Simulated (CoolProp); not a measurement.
CF4 (R14) along the isotherm 166.4 K: fugacity coefficient from the reference equation and from simpler models built on Tc = 227.4 K, pc = 37.62 bar, ω = 0.178; each cubic takes its own stable root.

Values from CoolProp's reference Helmholtz-energy equation of state, Platzer 1990. This equation is an older, rougher fit; its heat capacities, sound speeds and derivatives of the liquid may be far off and weren't checked against measurements.

| p (bar) | phase | reference | van der Waals | Redlich-Kwong | Soave-Redlich-Kwong | Peng-Robinson |
|---|---|---|---|---|---|---|
| 20.9 | liquid | 0.1733 | 0.4104 | 0.2188 | 0.1753 | 0.1718 |
| 41.8 | liquid | 0.09468 | 0.2344 | 0.1201 | 0.09597 | 0.09311 |
| 62.7 | liquid | 0.06893 | 0.1780 | 0.08776 | 0.06999 | 0.06722 |
| 83.6 | liquid | 0.05642 | 0.1517 | 0.07207 | 0.05738 | 0.05455 |
| 105 | liquid | 0.04910 | 0.1374 | 0.06291 | 0.05000 | 0.04705 |
| 125 | liquid | 0.04480 | 0.1301 | 0.05754 | 0.04566 | 0.04257 |
| 146 | liquid | 0.04182 | 0.1260 | 0.05383 | 0.04265 | 0.03938 |
| 167 | liquid | 0.03984 | 0.1246 | 0.05138 | 0.04066 | 0.03718 |
| 188 | liquid | 0.03854 | 0.1249 | 0.04979 | 0.03936 | 0.03566 |
